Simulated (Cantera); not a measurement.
Mixture: CH4 : H2 : O2 : N2 = 1 : 0.048 : 2.2 : 8.27 (molar parts), at 2630 Torr, adiabatic and at constant pressure. Ignition delay is the time to a rise of 400 K.

Model: GRI-Mech 3.0 (53 species, 325 reactions), integrated in Cantera.

**Question.** Predict: delay at 1300 K; delay at 1375 K; delay at 1450 K; delay at 1525 K; delay at 1600 K; delay at 1675 K; apparent activation energy between 1525 and 1675 K.

**Answer.** 
```
Quantity                                                 Value
--------------------------------------------------  ----------
delay at 1300 K                                        2.62 ms
delay at 1375 K                                        1.18 ms
delay at 1450 K                                       0.555 ms
delay at 1525 K                                       0.274 ms
delay at 1600 K                                       0.143 ms
delay at 1675 K                                        79.3 µs
apparent activation energy between 1525 and 1675 K  180 kJ/mol
```
